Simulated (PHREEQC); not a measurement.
**Alkaline etch or developer: an equilibrium model**

Dissolve 2 mmol/kgw NaOH and 0.15 mmol/kgw K2SiO3 at 25 °C. Closed to the air; pH follows from the charge balance.

Model: ion-association model, wateq4f.dat, run in PHREEQC.

Each row changes one thing in this solution. No solid was allowed to form.

```json
[
 {"case": "as made", "pH": "11.31", "ionic strength (mol/kgw)": "0.00230", "H3SiO4- (mol/kgw)": "0.000143", "H4SiO4 (mol/kgw)": "4.51e-6", "H2SiO4-2 (mol/kgw)": "2.32e-6", "SI of Quartz (SiO2)": "-1.36"},
 {"case": "K2SiO3 from 0.00015 to 0.0003 mol/kgw", "pH": "(withheld)", "ionic strength (mol/kgw)": "0.00261", "H3SiO4- (mol/kgw)": "0.000287", "H4SiO4 (mol/kgw)": "8.44e-6", "H2SiO4-2 (mol/kgw)": "4.99e-6", "SI of Quartz (SiO2)": "-1.09"},
 {"case": "2.4e-05 mol/kgw NH3 added", "pH": "11.31", "ionic strength (mol/kgw)": "0.00230", "H3SiO4- (mol/kgw)": "0.000143", "H4SiO4 (mol/kgw)": "4.51e-6", "H2SiO4-2 (mol/kgw)": "2.32e-6", "SI of Quartz (SiO2)": "-1.36"},
 {"case": "9.7e-05 mol/kgw H2SO4 added", "pH": "11.27", "ionic strength (mol/kgw)": "0.00240", "H3SiO4- (mol/kgw)": "0.000143", "H4SiO4 (mol/kgw)": "4.95e-6", "H2SiO4-2 (mol/kgw)": "2.11e-6", "SI of Quartz (SiO2)": "-1.32"},
 {"case": "K2SiO3 from 0.00015 to 3e-05 mol/kgw", "pH": "11.29", "ionic strength (mol/kgw)": "0.00206", "H3SiO4- (mol/kgw)": "2.86e-5", "H4SiO4 (mol/kgw)": "9.56e-7", "H2SiO4-2 (mol/kgw)": "4.35e-7", "SI of Quartz (SiO2)": "-2.04"},
 {"case": "K2SiO3 from 0.00015 to 0.000225 mol/kgw", "pH": "11.32", "ionic strength (mol/kgw)": "0.00245", "H3SiO4- (mol/kgw)": "0.000215", "H4SiO4 (mol/kgw)": "6.55e-6", "H2SiO4-2 (mol/kgw)": "3.61e-6", "SI of Quartz (SiO2)": "-1.20"},
 {"case": "NaOH left out", "pH": "(withheld)", "ionic strength (mol/kgw)": "0.000300", "H3SiO4- (mol/kgw)": "0.000110", "H4SiO4 (mol/kgw)": "3.95e-5", "H2SiO4-2 (mol/kgw)": "1.48e-7", "SI of Quartz (SiO2)": "-0.42"},
 {"case": "NaOH replaced by NaAlO2 at the same molality", "pH": "10.25", "ionic strength (mol/kgw)": "0.00230", "H3SiO4- (mol/kgw)": "0.000110", "H4SiO4 (mol/kgw)": "3.95e-5", "H2SiO4-2 (mol/kgw)": "1.57e-7", "SI of Quartz (SiO2)": "-0.42"},
 {"case": "7.9e-05 mol/kgw HNO3 added", "pH": "11.29", "ionic strength (mol/kgw)": "0.00230", "H3SiO4- (mol/kgw)": "0.000143", "H4SiO4 (mol/kgw)": "4.68e-6", "H2SiO4-2 (mol/kgw)": "2.23e-6", "SI of Quartz (SiO2)": "-1.35"}
]
```

Q: Complete the blanks.

A: 
- K2SiO3 from 0.00015 to 0.0003 mol/kgw, pH: 11.34
- NaOH left out, pH: 10.27

Some of these states are supersaturated (in Boehmite (slow to form), Gibbsite (slow to form), for instance).
